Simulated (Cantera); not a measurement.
Feed: 1 mol Fe, 0.44 mol Cl2, 1.1 mol N2, 0.025 mol HCl, at 0.0133 bar.

Equilibrium computed with Cantera from the NASA thermochemical tables; the gas is ideal and each condensed phase is pure. Candidate condensed phases: Fe, FeCl2, FeCl3, NH4Cl; 18 gas species. Rates play no part.

Problem. Which condensed phases are stable at each of these points (T (K)): 875, 975, 1075, 1175, 1275, 1375, 1475, 1575?

Solution. 
```tsv
T (K)	condensed phases	Fe condensed (%)
875	Fe(α) + FeCl2(s)	87.1
975	Fe(α)	56.0
1075	Fe(α)	56.0
1175	Fe(α)	56.0
1275	Fe(γ)	55.9
1375	Fe(γ)	55.9
1475	Fe(γ)	55.9
1575	Fe(γ)	55.9
```

At 875 K the condensed part is Fe(α) + FeCl2(s). From 975 K to 1175 K the condensed part is Fe(α). From 1275 K to 1575 K the condensed part is Fe(γ).
